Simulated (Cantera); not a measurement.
Standard-state values (1 bar) from the NASA 1993 polynomials, evaluated with Cantera. Values are per mole of reaction as written; species without (g) are pure solids or liquids, kept so even where they would boil at 1 bar.

3 TaO₂(g) + 2 NH₃(g) → 3 Ta + 3 H₂O₂(g) + 2 N(g)

```tsv
T (K)	ΔH° (kJ)	ΔS° (J/K)	ΔG° (kJ)	log10 K
1623	1276.9	-31.6	1328.2	-42.74
1723	?	?	?	?
1823	?	?	?	?
1923	1288.0	-25.3	1336.7	-36.31
2023	1291.9	-23.3	1339.1	-34.58
2123	1295.9	-21.4	1341.3	-33.00
2223	1300.0	-19.5	1343.4	-31.57
2323	?	?	?	?
2423	1308.8	-15.7	1346.9	-29.04
2523	?	?	?	?
```

Q: What belongs in the gaps?

A: 
- 1723, ΔH° (kJ): 1280.5
- 1723, ΔS° (J/K): -29.4
- 1723, ΔG° (kJ): 1331.2
- 1723, log10 K: -40.36
- 1823, ΔH° (kJ): 1284.2
- 1823, ΔS° (J/K): -27.3
- 1823, ΔG° (kJ): 1334.0
- 1823, log10 K: -38.22
- 2323, ΔH° (kJ): 1304.3
- 2323, ΔS° (J/K): -17.6
- 2323, ΔG° (kJ): 1345.2
- 2323, log10 K: -30.25
- 2523, ΔH° (kJ): 1313.4
- 2523, ΔS° (J/K): -13.9
- 2523, ΔG° (kJ): 1348.4
- 2523, log10 K: -27.92
